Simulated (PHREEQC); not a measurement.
1 kg of water holding 0.0073 mol/kgw NaOH, 0.23 mol/kgw Na2CO3, 0.36 mol/kgw NaCl and 0.021 mol/kgw Na2SO4 is evaporated at 25 °C; the solids stay in contact with the brine. CO2 from the air is kept out. Only these solids could form: Burkeite, Halite, Mirabilite, Nahcolite, Natron, Thenardite, Trona.

Computed with PHREEQC (Pitzer model, pitzer.dat).

Q: Predict ionic strength at water left (kg) = 1, 0.4563, 0.3751, 0.1712.

A: 
```json
[
 {"water left (kg)": "1", "ionic strength": "1.12"},
 {"water left (kg)": "0.4563", "ionic strength": "2.45"},
 {"water left (kg)": "0.3751", "ionic strength": "2.99"},
 {"water left (kg)": "0.1712", "ionic strength": "6.54"}
]
```
